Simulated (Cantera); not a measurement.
An isothermal, constant-pressure homogeneous reactor starts with CH₄ : N₂ = 1 : 15 (molar parts), at 1525 K and 20.0 Torr. Integrator tolerance rtol = 1e-08.

Cantera simulation using GRI-Mech 3.0 (53 species, 325 reactions); the numbers are that mechanism's predictions, not measurements. GRI-Mech 3.0 stops at C3 and has no aromatics, soot or wall deposition, so with more carbon than oxygen in the feed, carbon stays in small species such as C2H2 where larger ones or solid carbon would form. Radical loss at walls, strong at low pressure, is not modelled.

Question: What does this change do: temperature 1525 to 1400 K?

Answer: 
```
quantity                                             before                                      after
-----------------  ----------------------------------------  -----------------------------------------
x(CH₄) at 20.0 s    0.00454 (gas-phase equilibrium 4.10e-5)    0.0459 (gas-phase equilibrium 0.000180)
x(C₂H₆) at 20.0 s  3.84e-7 (gas-phase equilibrium 7.13e-11)   1.61e-5 (gas-phase equilibrium 8.17e-10)
x(C₂H₄) at 20.0 s   2.22e-5 (gas-phase equilibrium 4.24e-6)   0.000335 (gas-phase equilibrium 1.78e-5)
x(C₂H) at 20.0 s    2.39e-8 (gas-phase equilibrium 8.81e-9)  4.42e-10 (gas-phase equilibrium 9.04e-10)
x(CH₃) at 20.0 s    3.67e-5 (gas-phase equilibrium 4.08e-7)    5.51e-5 (gas-phase equilibrium 3.64e-7)
x(H) at 20.0 s      3.27e-5 (gas-phase equilibrium 4.33e-5)    1.41e-6 (gas-phase equilibrium 8.90e-6)
x(H₂) at 20.0 s       0.0817 (gas-phase equilibrium 0.0881)      0.0230 (gas-phase equilibrium 0.0880)
```

Question: What does this change do: N2 15 to 6.3 parts?

Answer: 
| quantity | before | after |
|---|---|---|
| x(CH₄) at 20.0 s | 0.00454 (gas-phase equilibrium 4.10e-5) | 0.00930 (gas-phase equilibrium 0.000213) |
| x(C₂H₆) at 20.0 s | 3.84e-7 (gas-phase equilibrium 7.13e-11) | 7.35e-7 (gas-phase equilibrium 9.36e-10) |
| x(C₂H₄) at 20.0 s | 2.22e-5 (gas-phase equilibrium 4.24e-6) | 7.18e-5 (gas-phase equilibrium 2.72e-5) |
| x(C₂H) at 20.0 s | 2.39e-8 (gas-phase equilibrium 8.81e-9) | 3.45e-8 (gas-phase equilibrium 1.93e-8) |
| x(CH₃) at 20.0 s | 3.67e-5 (gas-phase equilibrium 4.08e-7) | 5.29e-5 (gas-phase equilibrium 1.48e-6) |
| x(H) at 20.0 s | 3.27e-5 (gas-phase equilibrium 4.33e-5) | 4.73e-5 (gas-phase equilibrium 6.20e-5) |
| x(H₂) at 20.0 s | 0.0817 (gas-phase equilibrium 0.0881) | 0.168 (gas-phase equilibrium 0.180) |
